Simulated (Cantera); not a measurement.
**Thermodynamics of boron, boron nitride and boron oxide, feed B2O3 + N2**

A closed system holds: 1 mol B2O3, 0.22 mol N2, equilibrated at 1.00 bar.

Equilibrium computed with Cantera from the NASA thermochemical tables; the gas is ideal and each condensed phase is pure. Candidate condensed phases: B, BN, B2O3; 17 gas species. Kinetics and transport are ignored.

From 1552 °C to 2002 °C the condensed part is B2O3(l). At 2052 °C nothing is condensed. The main B-bearing gas is B2O3 throughout. The share of B in condensed phases is highest at 1552 °C (99.9 %) and lowest at 2052 °C (0.0 %).

| T (°C) | log p N2 | log p B2O3 | log p BO2 | log p BO | log p B2O2 | n B2O3(l) |
|---|---|---|---|---|---|---|
| 1552 | 0.00 | -2.32 | -5.06 | -5.23 | -5.67 | 0.999 |
| 1602 | 0.00 | -2.03 | -4.70 | -4.89 | -5.32 | 0.998 |
| 1652 | -0.01 | -1.76 | -4.37 | -4.56 | -4.99 | 0.996 |
| 1702 | -0.01 | -1.51 | -4.05 | -4.25 | -4.67 | 0.993 |
| 1752 | -0.02 | -1.27 | -3.74 | -3.96 | -4.36 | 0.987 |
| 1802 | -0.04 | -1.04 | -3.46 | -3.68 | -4.08 | 0.978 |
| 1852 | -0.07 | -0.82 | -3.18 | -3.41 | -3.80 | 0.961 |
| 1902 | -0.12 | -0.61 | -2.92 | -3.15 | -3.54 | 0.929 |
| 1952 | -0.21 | -0.42 | -2.67 | -2.91 | -3.30 | 0.862 |
| 2002 | -0.39 | -0.23 | -2.44 | -2.68 | -3.06 | 0.676 |
| 2052 | -0.75 | -0.09 | -2.23 | -2.48 | -2.87 | 0 |
log p: log10 of the partial pressure in bar; n: condensed amount in mol.
